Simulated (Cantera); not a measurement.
# Thermodynamics of halide evaporation, hydrolysis and transport, feed CaCl₂ + O₂ + N₂

Feed: 1 mol CaCl₂, 4.4 mol O₂, 24 mol N₂, at 0.00210 bar.

Equilibrium computed with Cantera from the NASA thermochemical tables; the gas is ideal and each condensed phase is pure. Candidate condensed phases: Ca, CaCl₂, CaO; 17 gas species. Mutual solubility and eutectic melting of coexisting phases are not modelled. Condensed phases not in the tables: oxide chlorides. The numbers say what is thermodynamically allowed, not how fast it happens.

```json
[
 {"T (K)": "1225", "log p N₂": "-2.75", "log p O₂": "-3.49", "log p CaCl₂": "-4.91", "log p Cl": "-5.36", "log p O": "-9.12", "log p NO": "-6.36", "log p Cl₂": "-6.29", "n CaCl₂(l)": "0.796", "n CaO(s)": "0.0366"},
 {"T (K)": "1325", "log p N₂": "-2.77", "log p O₂": "-3.51", "log p CaCl₂": "-4.20", "log p Cl": "-4.85", "log p O": "-8.31", "log p NO": "-6.08", "log p Cl₂": "-6.08", "n CaCl₂(l)": "0", "n CaO(s)": "0.110"},
 {"T (K)": "1425", "log p N₂": "-2.77", "log p O₂": "-3.51", "log p CaCl₂": "-4.21", "log p Cl": "-4.72", "log p O": "-7.61", "log p NO": "-5.83", "log p Cl₂": "-6.52", "n CaCl₂(l)": "0", "n CaO(s)": "0.137"},
 {"T (K)": "1525", "log p N₂": "-2.77", "log p O₂": "-3.51", "log p CaCl₂": "-4.23", "log p Cl": "-4.61", "log p O": "-7.00", "log p NO": "-5.61", "log p Cl₂": "-6.90", "n CaCl₂(l)": "0", "n CaO(s)": "0.173"},
 {"T (K)": "1625", "log p N₂": "-2.77", "log p O₂": "-3.52", "log p CaCl₂": "-4.25", "log p Cl": "-4.52", "log p O": "-6.47", "log p NO": "-5.42", "log p Cl₂": "-7.24", "n CaCl₂(l)": "0", "n CaO(s)": "0.214"},
 {"T (K)": "1725", "log p N₂": "-2.77", "log p O₂": "-3.52", "log p CaCl₂": "-4.28", "log p Cl": "-4.43", "log p O": "-6.00", "log p NO": "-5.25", "log p Cl₂": "-7.55", "n CaCl₂(l)": "0", "n CaO(s)": "0.259"},
 {"T (K)": "1825", "log p N₂": "-2.77", "log p O₂": "-3.53", "log p CaCl₂": "-4.31", "log p Cl": "-4.36", "log p O": "-5.58", "log p NO": "-5.10", "log p Cl₂": "-7.83", "n CaCl₂(l)": "0", "n CaO(s)": "0.306"},
 {"T (K)": "1925", "log p N₂": "-2.77", "log p O₂": "-3.54", "log p CaCl₂": "-4.34", "log p Cl": "-4.30", "log p O": "-5.20", "log p NO": "-4.97", "log p Cl₂": "-8.08", "n CaCl₂(l)": "0", "n CaO(s)": "0.353"},
 {"T (K)": "2025", "log p N₂": "-2.77", "log p O₂": "-3.55", "log p CaCl₂": "-4.37", "log p Cl": "-4.25", "log p O": "-4.87", "log p NO": "-4.86", "log p Cl₂": "-8.31", "n CaCl₂(l)": "0", "n CaO(s)": "0.400"},
 {"T (K)": "2125", "log p N₂": "-2.77", "log p O₂": "-3.57", "log p CaCl₂": "-4.41", "log p Cl": "-4.20", "log p O": "-4.56", "log p NO": "-4.75", "log p Cl₂": "-8.53", "n CaCl₂(l)": "0", "n CaO(s)": "0.441"}
]
```
log p: log10 of the partial pressure in bar; n: condensed amount in mol.

At 1225 K the condensed part is CaCl₂(l) + CaO(s). From 1325 K to 2125 K the condensed part is CaO(s). The main Ca-bearing gas is CaCl₂ throughout. The share of Ca in condensed phases is highest at 1225 K (83.3 %) and lowest at 1325 K (11.0 %).
